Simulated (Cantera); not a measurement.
An adiabatic, constant-volume homogeneous reactor starts with CH₄ : C₂H₆ : C₃H₈ : O₂ : N₂ = 1 : 0.074 : 0.068 : 1.53 : 5.75 (molar parts), equivalence ratio 1.7, at 1600 K and 0.987 atm. Integrator tolerance rtol = 1e-08.

Model: GRI-Mech 3.0 (53 species, 325 reactions), integrated in Cantera.

### Question
What does this change do: 0.29 parts H2O added?

### Answer
| quantity | before | after |
|---|---|---|
| time of steepest temperature rise | 87.7 µs | 93.9 µs |
| temperature at 0.100 s | 2916 K | 2878 K |
| equilibrium temperature | 2916 K | 2878 K |
| x(CH₄) at 0.100 s | 2.88e-12 (gas-phase equilibrium 3.34e-12) | 2.61e-12 (gas-phase equilibrium 3.03e-12) |
| x(C₂H₆) at 0.100 s | <1e-12 (gas-phase equilibrium <1e-12) | <1e-12 (gas-phase equilibrium <1e-12) |
| x(C₃H₈) at 0.100 s | <1e-12 (gas-phase equilibrium <1e-12) | <1e-12 (gas-phase equilibrium <1e-12) |
| x(H₂) at 0.100 s | 0.100 (gas-phase equilibrium 0.100) | 0.101 (gas-phase equilibrium 0.101) |
| x(N₂O) at 0.100 s | 1.78e-7 (gas-phase equilibrium 1.78e-7) | 1.65e-7 (gas-phase equilibrium 1.65e-7) |
| x(NO₂) at 0.100 s | 1.53e-7 (gas-phase equilibrium 1.53e-7) | 1.50e-7 (gas-phase equilibrium 1.50e-7) |

### Question
What does this change do: C3H8 0.068 to 0.17 parts?

### Answer
```csv
quantity,before,after
time of steepest temperature rise,87.7 µs,70.2 µs
temperature at 0.100 s,2916 K,2819 K
equilibrium temperature,2916 K,2819 K
x(CH₄) at 0.100 s,2.88e-12 (gas-phase equilibrium 3.34e-12),2.09e-11 (gas-phase equilibrium 2.35e-11)
x(C₂H₆) at 0.100 s,<1e-12 (gas-phase equilibrium <1e-12),<1e-12 (gas-phase equilibrium <1e-12)
x(C₃H₈) at 0.100 s,<1e-12 (gas-phase equilibrium <1e-12),<1e-12 (gas-phase equilibrium <1e-12)
x(H₂) at 0.100 s,0.100 (gas-phase equilibrium 0.100),0.151 (gas-phase equilibrium 0.151)
x(N₂O) at 0.100 s,1.78e-7 (gas-phase equilibrium 1.78e-7),5.67e-8 (gas-phase equilibrium 5.67e-8)
x(NO₂) at 0.100 s,1.53e-7 (gas-phase equilibrium 1.53e-7),2.08e-8 (gas-phase equilibrium 2.08e-8)
```
GRI-Mech 3.0 was tuned for natural gas; its chemistry of propane as a main component is partial and can be far from experiment.
